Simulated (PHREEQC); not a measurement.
A solution holds 0.022 mol Sr(OH)2 per kg of water, at 25 °C. Closed to the air; pH follows from the charge balance.

Equilibrium calculation in PHREEQC: ion-association model, phreeqc.dat.

Each row changes one thing in this solution. This is a speciation only: nothing precipitates in the calculation.

```
case                                          pH  ionic strength (mol/kgw)  SrOH+ (mol/kgw)
------------------------------------  ----------  ------------------------  ---------------
as made                                    12.52                    0.0622          0.00189
temperature from 25 to 45 °C               11.93                    0.0650         0.000501
diluted 5-fold with water                  11.88                    0.0130         0.000120
Sr(OH)2 from 0.022 to 0.044 mol/kgw   (withheld)                (withheld)          0.00576
temperature from 25 to 5 °C                13.21                    0.0517          0.00714
Sr(OH)2 from 0.022 to 0.0044 mol/kgw       11.88                    0.0130         0.000120
diluted 10-fold with water            (withheld)                   0.00653          3.43e-5
```

Problem. Complete the blanks.

Solution. 
- Sr(OH)2 from 0.022 to 0.044 mol/kgw, pH: 12.78
- Sr(OH)2 from 0.022 to 0.044 mol/kgw, ionic strength (mol/kgw): 0.120
- diluted 10-fold with water, pH: 11.60

Species that the database lacks are ignored. Away from 25 °C the constants follow the database's enthalpies or fits; those with neither stay at their 25 °C values.
